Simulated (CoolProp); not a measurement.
Vapour-liquid equilibrium of CHF3 (R23) (1) + R125 (2) at 256.4 K; x and y are mole fractions of (1).

Computed with CoolProp (multi-fluid Helmholtz-energy mixture model, Penoncello 2003 and Lemmon 2005; pair parameters Bell 2016).

| x | bubble pressure, mixture model (MPa) | bubble pressure, Raoult's law (MPa) | y, mixture model | y, Raoult's law |
|---|---|---|---|---|
| 0.05 | 0.4291 | 0.4384 | 0.145 | 0.176 |
| 0.125 | 0.5052 | 0.5255 | 0.316 | 0.367 |
| 0.2 | 0.5843 | 0.6127 | 0.446 | 0.504 |
| 0.275 | 0.6658 | 0.6999 | 0.549 | 0.606 |
| 0.35 | 0.7492 | 0.7871 | 0.632 | 0.686 |
| 0.425 | 0.8342 | 0.8742 | 0.700 | 0.750 |
| 0.5 | 0.9207 | 0.9614 | 0.757 | 0.802 |
| 0.575 | 1.008 | 1.049 | 0.806 | 0.846 |
| 0.65 | 1.098 | 1.136 | 0.848 | 0.883 |
| 0.725 | 1.188 | 1.223 | 0.886 | 0.914 |
| 0.8 | 1.281 | 1.310 | 0.920 | 0.942 |
| 0.875 | 1.377 | 1.397 | 0.952 | 0.966 |
| 0.95 | 1.475 | 1.484 | 0.981 | 0.987 |

The largest gap from Raoult's law is -4.9 % in bubble pressure, at x = 0.275. No azeotrope shows between x = 0.05 and 0.95.

Pair parameters are fitted to limited data, so mixtures are less certain than the pure fluids.
